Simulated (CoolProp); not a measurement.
m-xylene along the isobar 2.58 MPa: Z from the reference equation and from simpler models built on Tc = 616.9 K, pc = 3.535 MPa, ω = 0.326; each cubic takes its own stable root.

Values from CoolProp's reference Helmholtz-energy equation of state, Zhou 2012.

| T (K) | phase | reference | Redlich-Kwong | Soave-Redlich-Kwong | Peng-Robinson |
|---|---|---|---|---|---|
| 271.5 | liquid | 0.1372 | 0.1641 | 0.1606 | 0.1431 |
| 276 | liquid | 0.1356 | 0.1620 | 0.1585 | 0.1412 |
| 280.5 | liquid | 0.1340 | 0.1600 | 0.1564 | 0.1394 |
| 285.1 | liquid | 0.1324 | 0.1581 | 0.1544 | 0.1375 |
| 289.6 | liquid | 0.1309 | 0.1562 | 0.1525 | 0.1358 |
| 294.2 | liquid | 0.1294 | 0.1544 | 0.1506 | 0.1341 |
| 298.7 | liquid | 0.1281 | 0.1527 | 0.1489 | 0.1325 |
| 303.3 | liquid | 0.1267 | 0.1511 | 0.1471 | 0.1310 |
| 307.8 | liquid | 0.1254 | 0.1495 | 0.1455 | 0.1295 |
| 312.3 | liquid | 0.1241 | 0.1480 | 0.1439 | 0.1280 |
| 316.9 | liquid | 0.1229 | 0.1465 | 0.1424 | 0.1266 |
| 321.4 | liquid | 0.1218 | 0.1451 | 0.1409 | 0.1253 |
| 326 | liquid | 0.1206 | 0.1437 | 0.1394 | 0.1240 |
| 330.5 | liquid | 0.1195 | 0.1424 | 0.1381 | 0.1228 |
| 335.1 | liquid | 0.1185 | 0.1411 | 0.1367 | 0.1215 |
| 339.6 | liquid | 0.1174 | 0.1399 | 0.1355 | 0.1204 |
